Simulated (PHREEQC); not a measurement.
Make-up at 25 °C: 6.9 mmol/kgw HCl, 4.5 mmol/kgw NaHCO3 and 93 mmol/kgw NaCl. Closed to the air; pH follows from the charge balance.

Model: ion-association model, phreeqc.dat, run in PHREEQC.

No solid was allowed to form.

Q: Estimate the pH, specific conductance, density.

A: pH 2.70; specific conductance 11100 µS/cm; density 1.001 g/cm³.
